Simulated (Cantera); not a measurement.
Feed: 1 mol N2O, 0.56 mol O2, 0.22 mol N2, 0.046 mol H2, at 250 bar.

These are equilibrium values from Cantera (NASA tables, ideal gas, pure condensed phases), not measurements of a reactor. Candidate condensed phases: H2O; 24 gas species. The ideal-gas law is rough above about 30 bar. Equilibrium is a limit: real reactors are often held back by kinetics, nucleation or transport. All values below are at 3275 K.

Base state: N2 0.490, O2 0.403, NO 0.0707, H2O 0.0143, O 0.0108, OH 0.0102, NO2 0.000755, H 0.000265 (mole fractions); condensed: gas only.

Q: What changes in the equilibrium state with this change: pressure from 250 bar to 17.0 bar?

A: 
```tsv
species	before	after
N2	0.490	0.482
O2	0.403	0.381
NO	0.0707	0.0682
O	0.0108	0.0402
OH	0.0102	0.0165
H2O	0.0143	0.00995
HNO2	1.75e-5	1.85e-6
H	0.000265	0.00168
NO2	0.000755	0.000185
N2O	5.09e-5	1.27e-5
N	3.13e-6	1.19e-5
```
